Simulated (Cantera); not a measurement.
A closed system holds: 1 mol SiC, 0.14 mol Si, 1.8 mol N2, held at 2850 K and 6300 Pa.

Cantera equilibrium calculation (NASA polynomials, part measured and part estimated; ideal gas, pure solids and liquids). Candidate condensed phases: C, Si, SiC, Si3N4; 20 gas species. The tables' values for SiN are old estimates; treat these amounts as uncertain. Equilibrium is a limit: real reactors are often held back by kinetics, nucleation or transport.

Base state: N2 0.630, Si 0.200, SiC2 0.124, Si2C 0.0340, CN 0.00416, SiN 0.00253, Si2 0.00224, C3 0.000917 (mole fractions); condensed: C(graphite).

**Question.** What changes in the equilibrium state with this change: N2 from 1.8 to 0.019 mol?

**Answer.** 
```
species             before    after
----------------  --------  -------
Si                   0.200    0.566
Si2C                0.0340    0.176
SiC2                 0.124    0.148
N2                   0.630   0.0842
Si2                0.00224   0.0179
Si3                9.23e-5  0.00208
C2N2              0.000308  1.73e-5
C5                 1.04e-5  1.20e-6
C(graphite), mol     0.173        0
SiC(s), mol              0    0.896
```

**Question.** What changes in the equilibrium state with this change: temperature from 2850 K to 1648.15 K?

**Answer.** 
```json
[
 {"species": "N2", "before": "0.630", "after": "1.00"},
 {"species": "Si", "before": "0.200", "after": "1.98e-7"},
 {"species": "SiN", "before": "0.00253", "after": "3.60e-8"},
 {"species": "SiC2", "before": "0.124", "after": "<1e-9"},
 {"species": "Si2C", "before": "0.0340", "after": "<1e-9"},
 {"species": "Si2", "before": "0.00224", "after": "<1e-9"},
 {"species": "CN", "before": "0.00416", "after": "2.15e-9"},
 {"species": "C3", "before": "0.000917", "after": "<1e-9"},
 {"species": "C(graphite), mol", "before": "0.173", "after": "0"},
 {"species": "SiC(s), mol", "before": "0", "after": "1.00"},
 {"species": "Si3N4(s), mol", "before": "0", "after": "0.0467"}
]
```
Mutual solubility and eutectic melting of coexisting phases are not modelled.

**Question.** What changes in the equilibrium state with this change: 0.0051 mol CH4 added?

**Answer.** 
| species | before | after |
|---|---|---|
| N2 | 0.630 | 0.625 |
| Si | 0.200 | 0.199 |
| SiC2 | 0.124 | 0.124 |
| H | 0 | 0.00490 |
| HCN | 0 | 0.00152 |
| Si2C | 0.0340 | 0.0337 |
| HNC | 0 | 0.000253 |
| H2 | 0 | 0.000160 |
| SiH | 0 | 0.000104 |
| C2H | 0 | 2.64e-5 |
| Si3 | 9.23e-5 | 9.08e-5 |
| C(graphite), mol | 0.173 | 0.173 |
Further candidate phases: C6H6, C7H8, C8H18.
